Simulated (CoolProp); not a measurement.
Vapour-liquid equilibrium of R22 (1) + R134a (2) at 0.127 MPa; x and y are mole fractions of (1).

The numbers come from the multi-fluid Helmholtz-energy mixture model, Kamei 1995 and Tillner-Roth 1994; pair parameters Bell 2016 in CoolProp.

```
x     bubble temperature, mixture model (°C)  bubble temperature, Raoult's law (°C)  y, mixture model  y, Raoult's law
----  --------------------------------------  -------------------------------------  ----------------  ---------------
0.05                                   -22.3                                  -22.0        (withheld)            0.089
0.15                                   -24.6                                  -23.8             0.265            0.249
0.25                              (withheld)                                  -25.6             0.400            0.388
0.35                              (withheld)                                  -27.2        (withheld)            0.508
0.45                                   -29.7                                  -28.7             0.609            0.612
0.55                              (withheld)                                  -30.2        (withheld)            0.704
0.65                                   -32.3                                  -31.6             0.771            0.784
0.75                                   -33.4                                  -32.9        (withheld)            0.855
0.85                                   -34.4                                  -34.1             0.907            0.918
0.95                                   -35.4                                  -35.3        (withheld)            0.974
```

Problem. Complete the blanks.

Solution. 
- 0.05, y, mixture model: 0.099
- 0.25, bubble temperature, mixture model (°C): -26.5
- 0.35, bubble temperature, mixture model (°C): -28.2
- 0.35, y, mixture model: 0.512
- 0.55, bubble temperature, mixture model (°C): -31.0
- 0.55, y, mixture model: 0.694
- 0.75, y, mixture model: 0.841
- 0.95, y, mixture model: 0.969

The largest gap from Raoult's law is -1.0 K in bubble temperature, at x = 0.35. No azeotrope shows between x = 0.05 and 0.95.

The pair parameters rest on a limited set of measurements; away from them the model extrapolates.
